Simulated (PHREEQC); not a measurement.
# Spent oxide etchant: speciation

Dissolve 0.084 mol NH4HF2, 0.1 mol (NH4)2SiF6 and 0.24 mol H3PO4 per kg of water at 20 °C. Closed to the air; pH follows from the charge balance.

The numbers come from PHREEQC with the ion-association model, wateq4f.dat.

Precipitation was switched off in this run.

Q: Estimate the pH, ionic strength.

A: pH 1.77; ionic strength 0.406 mol/kgw.

Q: In which forms is P present?

A: H3PO4 60 %, H2PO4- 40 % of the P.

Complexes and solids missing from the database can't appear. wateq4f.dat counts part of the HF as a dimer, H2F2, which phreeqc.dat doesn't know; its constant is uncertain. H3PO4, which wateq4f.dat lacks, is added to it with the constant of phreeqc.dat. SiF6-2 is the database's only silicon fluoride.
